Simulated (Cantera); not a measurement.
## Equilibrium for roasting and sulfation: MgO + SO2 + CO2

Charge: 1 mol MgO, 2.1 mol SO2, 0.29 mol CO2, at 0.0990 bar.

Equilibrium computed with Cantera from the NASA thermochemical tables; the gas is ideal and each condensed phase is pure. Candidate condensed phases: C, Mg, MgCO3, MgO, MgS, MgSO4, S; 26 gas species. Gases not in the tables: S3 to S7. Rates play no part.

At 450 °C the condensed part is MgSO4(s). From 500 °C to 550 °C the condensed part is MgO(s) + MgSO4(s). From 600 °C to 950 °C the condensed part is MgO(s).

```
T (°C)  x SO2  x CO2      x S2     x S8    x S2O     x COS     x SO3  n MgSO4(s)  n MgO(s)
------  -----  -----  --------  -------  -------  --------  --------  ----------  --------
450     0.568  0.276     0.122   0.0276  0.00612  0.000228  4.71e-10        1.00         0
500     0.811  0.147    0.0394  4.06e-6  0.00299   4.88e-5   2.59e-9       0.330     0.670
550     0.879  0.121   3.41e-5   <1e-12  1.51e-5   2.17e-7   3.72e-8    0.000443     1.000
600     0.879  0.121   4.49e-8   <1e-12  1.01e-7   1.65e-9   3.90e-7           0     1.000
650     0.879  0.121   2.46e-9   <1e-12  1.11e-8  2.03e-10   1.50e-6           0      1.00
700     0.879  0.121   1.89e-9   <1e-12  8.91e-9  1.80e-10   2.79e-6           0      1.00
750     0.879  0.121   1.47e-9   <1e-12  7.19e-9  1.60e-10   4.91e-6           0      1.00
800     0.879  0.121   1.16e-9   <1e-12  5.90e-9  1.42e-10   8.23e-6           0      1.00
850     0.879  0.121  9.33e-10   <1e-12  4.92e-9  1.28e-10   1.32e-5           0      1.00
900     0.879  0.121  7.68e-10   <1e-12  4.18e-9  1.17e-10   2.03e-5           0      1.00
950     0.879  0.121  6.53e-10   <1e-12  3.64e-9  1.09e-10   3.01e-5           0      1.00
```
x: gas mole fraction; n: condensed amount in mol.
